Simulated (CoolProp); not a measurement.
Vapour-liquid equilibrium of C2F6 (R116) (1) + R143a (2) at -79.15 °C; x and y are mole fractions of (1).

Model: multi-fluid Helmholtz-energy mixture model, Lemmon 2006 and Lemmon and Jacobsen 2000; pair parameters Bell 2016, in CoolProp.

```tsv
x	bubble pressure (MPa)	y at the bubble point	dew pressure at overall composition x (MPa)	liquid density (mol/L)
0.05	0.03243	0.506	0.01750	14.66
0.125	(withheld)	0.699	0.01895	(withheld)
0.2	(withheld)	0.771	0.02065	14.06
0.275	0.07148	0.808	0.02267	13.77
0.35	0.07719	0.829	0.02514	(withheld)
0.425	0.08102	0.843	0.02820	13.23
0.5	0.08369	0.854	0.03210	12.97
0.575	0.08574	0.862	0.03722	12.73
0.65	0.08755	0.872	0.04423	12.51
0.725	0.08936	0.883	(withheld)	12.29
0.8	0.09128	0.899	0.06950	(withheld)
0.875	0.09326	0.923	0.08815	11.92
0.95	(withheld)	0.961	0.09464	11.76
```

Q: What belongs in the gaps?

A: 
- 0.125, bubble pressure (MPa): 0.05041
- 0.125, liquid density (mol/L): 14.36
- 0.2, bubble pressure (MPa): 0.06295
- 0.35, liquid density (mol/L): 13.49
- 0.725, dew pressure at overall composition x (MPa): 0.05432
- 0.8, liquid density (mol/L): 12.10
- 0.95, bubble pressure (MPa): 0.09501

No azeotrope shows between x = 0.05 and 0.95.

The pair parameters rest on a limited set of measurements; away from them the model extrapolates. With so large a gap from Raoult's law the liquid may split in two, which this calculation doesn't test in full.
